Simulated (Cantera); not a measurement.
A closed system holds: 1 mol Si3N4, a varied amount of HCl, held at 777 °C and 0.000320 bar.

Cantera equilibrium calculation (NASA polynomials, part measured and part estimated; ideal gas, pure solids and liquids). Candidate condensed phases: NH4Cl, Si, Si3N4; 28 gas species. Rates play no part.

Which condensed phases are stable at each of these points (n(HCl) (mol)): 5.9, 11, 16, 20, 25, 30, 35, 40, 44?


```tsv
n(HCl) (mol)	condensed phases	Si condensed (%)
5.9	Si3N4(s)	76.2
11	Si3N4(s)	55.7
16	Si3N4(s)	35.5
20	Si3N4(s)	19.4
25	gas only	0.0
30	gas only	0.0
35	gas only	0.0
40	gas only	0.0
44	gas only	0.0
```

From 5.9 mol HCl to 20 mol HCl the condensed part is Si3N4(s). From 25 mol HCl to 44 mol HCl nothing is condensed.
